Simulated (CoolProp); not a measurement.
Properties of hexamethyldisiloxane (MM) along the isobar 8.24 MPa (Tc = 245.6 °C, pc = 1.931 MPa, ω = 0.418).

Model: reference Helmholtz-energy equation of state, Thol 2016, in CoolProp.

| T (°C) | phase | speed of sound (m/s) | expansivity (1/kK) |
|---|---|---|---|
| 236.85 | liquid | 390.4 | 2.387 |
| 250.65 | supercritical | 363.2 | 2.542 |
| 264.35 | supercritical | 337.8 | 2.711 |
| 278.15 | supercritical | 314.0 | 2.893 |
| 291.85 | supercritical | 292.3 | 3.084 |
| 305.65 | supercritical | 272.6 | 3.280 |
| 319.35 | supercritical | 255.3 | 3.466 |
| 333.15 | supercritical | 240.4 | 3.631 |
| 346.85 | supercritical | 228.3 | 3.756 |
